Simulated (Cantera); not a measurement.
Input (Python, Cantera) and output of one run.

```python
import numpy as np
import cantera as ct

gas_names = """
    PbCL2 CCL4
""".split()
cond_names = """
    C(gr) Pb(cr) Pb(L)
""".split()


# ... load() reads the species with a 1 bar reference pressure and builds the phases ...
species = {s.name: s for s in load("nasa_gas.yaml", gas_names) + load("nasa_condensed.yaml", cond_names)}
# Each term lists the table entries of one substance; the one whose range holds T is used.
reactions = {
    '2 PbCl2(g) + C = CCl4(g) + 2 Pb':
        [(-2, ['PbCL2']), (-1, ['C(gr)']), (1, ['CCL4']), (2, ['Pb(cr)', 'Pb(L)'])],
}


def pick(names, T):
    return next(species[n] for n in names if species[n].thermo.min_temp <= T <= species[n].thermo.max_temp)


results = []
for label, terms in reactions.items():
    print(label)
    print("     T/K   dH/kJ  dS/(J/K)   dG/kJ   log10 K")
    for T in [1325, 1425, 1525, 1625, 1725, 1825, 1925, 2025, 2125]:
        used = [(nu, pick(names, T)) for nu, names in terms]
        dH = sum(nu * s.thermo.h(T) for nu, s in used) / 1e6
        dS = sum(nu * s.thermo.s(T) for nu, s in used) / 1e3
        dG = dH - T * dS / 1e3
        logK = -dG * 1e6 / (ct.gas_constant * T * np.log(10))
        results.append((label, T, dH, dS, dG, logK, [s.name for _, s in used]))
        print(f"{T:8g} {dH:8.1f} {dS:8.1f} {dG:8.1f} {logK:8.2f}")
```

Result:

```
2 PbCl2(g) + C = CCl4(g) + 2 Pb
     T/K   dH/kJ  dS/(J/K)   dG/kJ   log10 K
    1325    288.3   -147.0    483.1   -19.05
    1425    290.7   -145.3    497.7   -18.25
    1525    293.0   -143.7    512.2   -17.54
    1625    295.4   -142.2    526.5   -16.92
    1725    297.7   -140.8    540.6   -16.37
    1825    300.0   -139.5    554.7   -15.88
    1925    302.3   -138.3    568.6   -15.43
    2025    304.6   -137.1    582.3   -15.02
    2125    306.9   -136.0    596.0   -14.65
```

Source: NASA polynomial tables (part measured, part estimated), evaluated in Cantera. Condensed species are held in their standard states even where they would react or evaporate.
